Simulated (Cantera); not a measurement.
A freely propagating, adiabatic, planar premixed flame of 28.3 % H2, 15.1 % O2, 56.6 % N2, unburnt at 723 K and 0.128 atm; unity-Lewis-number transport, grid criteria slope 0.08 and curve 0.16, no radiation.

Computed with Cantera and the H2/O2 subset of GRI-Mech 3.0, which has no nitrogen chemistry. Unity Lewis numbers drop preferential diffusion, which matters most where H2 and H carry the flame. Burning velocities carry a grid error of a few per cent, more on coarse grids.

Task: Predict: laminar burning velocity; thermal thickness; peak x(HO2); peak x(OH); peak x(H2O2).

Result: laminar burning velocity: 545 cm/s
thermal thickness: 5.44 mm
peak x(HO2): 3.00e-5
peak x(OH): 0.0212
peak x(H2O2): 8.62e-7
